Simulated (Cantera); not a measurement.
**Premixed flame**

A freely propagating, adiabatic, planar premixed flame of 44.4 % H2, 11.7 % O2, 43.9 % N2, unburnt at 300 K and 100.0 Torr; mixture-averaged transport, grid criteria slope 0.08 and curve 0.16, no radiation.

Detailed kinetics in Cantera: the H2/O2 subset of GRI-Mech 3.0, which has no nitrogen chemistry. Burning velocities carry a grid error of a few per cent, more on coarse grids.

| z (mm) | T (K) | u (m/s) | x H2 | x O2 | x H2O | x OH | x O | x H |
|---|---|---|---|---|---|---|---|---|
| -14.7 | 300 | 2.44 | 0.444 | 0.117 | <1e-8 | <1e-8 | <1e-8 | <1e-8 |
| -9.81 | 300 | 2.44 | 0.444 | 0.117 | <1e-8 | <1e-8 | <1e-8 | <1e-8 |
| -7.36 | 300 | 2.44 | 0.444 | 0.117 | <1e-8 | <1e-8 | <1e-8 | <1e-8 |
| -4.91 | 300 | 2.44 | 0.444 | 0.117 | <1e-8 | <1e-8 | <1e-8 | <1e-8 |
| -2.45 | 307 | 2.48 | 0.443 | 0.117 | 7.15e-5 | 6.99e-6 | 6.24e-7 | 5.98e-6 |
| -1.23 | 574 | 4.54 | 0.409 | 0.111 | 0.0192 | 0.000624 | 0.000119 | 0.00821 |
| 0 | 1000 | 7.67 | 0.295 | 0.0734 | 0.104 | 0.00117 | 0.00284 | 0.0605 |
| 1.23 | 1259 | 9.60 | 0.191 | 0.0135 | 0.218 | 0.00241 | 0.00321 | 0.105 |
| 2.45 | 1357 | 10.3 | 0.176 | 0.00196 | 0.242 | 0.00256 | 0.00164 | 0.106 |
| 4.91 | 1455 | 11.0 | 0.182 | 0.000892 | 0.245 | 0.00308 | 0.00141 | 0.0941 |
| 9.81 | 1567 | 11.7 | 0.192 | 0.000728 | 0.247 | 0.00357 | 0.00123 | 0.0785 |
| 19.6 | 1683 | 12.5 | 0.202 | 0.000523 | 0.250 | 0.00379 | 0.000937 | 0.0619 |
| 39.2 | 1794 | 13.2 | 0.211 | 0.000324 | 0.253 | 0.00359 | 0.000608 | 0.0461 |
x: mole fraction of selected species; z is measured from the peak of heat release.

| Item | Result |
|---|---|
| laminar burning velocity | 244 cm/s |
| thermal thickness | 4.91 mm |
| peak x(OH) | 0.00379 |
| peak x(O) | 0.00413 |
| peak x(H) | 0.108 |
| grid points | 146 |
